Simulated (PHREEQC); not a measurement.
Solution (25 °C): 0.0027 mol/kgw KHCO3 and 0.015 mol/kgw Na2CO3. Closed to the air; pH follows from the charge balance.

Model: Pitzer model, pitzer.dat, run in PHREEQC.

Each row changes one thing in this solution. No solid was allowed to form.

```json
[
 {"case": "as made", "pH": "10.69", "ionic strength (mol/kgw)": "0.0471", "CO3-2 (mol/kgw)": "0.0144", "HCO3- (mol/kgw)": "0.00330", "CO2 (mol/kgw)": "1.32e-7"},
 {"case": "Na2CO3 from 0.015 to 0.0075 mol/kgw", "pH": "10.48", "ionic strength (mol/kgw)": "0.0248", "CO3-2 (mol/kgw)": "0.00714", "HCO3- (mol/kgw)": "0.00306", "CO2 (mol/kgw)": "2.02e-7"},
 {"case": "Na2CO3 left out", "pH": "8.27", "ionic strength (mol/kgw)": "0.00273", "CO3-2 (mol/kgw)": "2.72e-5", "HCO3- (mol/kgw)": "0.00264", "CO2 (mol/kgw)": "2.92e-5"},
 {"case": "KHCO3 from 0.0027 to 0.00135 mol/kgw", "pH": "10.86", "ionic strength (mol/kgw)": "0.0455", "CO3-2 (mol/kgw)": "0.0141", "HCO3- (mol/kgw)": "0.00223", "CO2 (mol/kgw)": "6.12e-8"},
 {"case": "KHCO3 from 0.0027 to 0.0054 mol/kgw", "pH": "10.45", "ionic strength (mol/kgw)": "0.0500", "CO3-2 (mol/kgw)": "0.0146", "HCO3- (mol/kgw)": "0.00575", "CO2 (mol/kgw)": "3.95e-7"},
 {"case": "temperature from 25 to 5 °C", "pH": "10.98", "ionic strength (mol/kgw)": "0.0475", "CO3-2 (mol/kgw)": "0.0148", "HCO3- (mol/kgw)": "0.00292", "CO2 (mol/kgw)": "8.85e-8"},
 {"case": "KHCO3 replaced by KOH at the same molality", "pH": "11.43", "ionic strength (mol/kgw)": "0.0471", "CO3-2 (mol/kgw)": "0.0144", "HCO3- (mol/kgw)": "0.000604", "CO2 (mol/kgw)": "4.39e-9"}
]
```

At this temperature some constants are extrapolated from 25 °C, and those without enthalpy data are left unchanged.
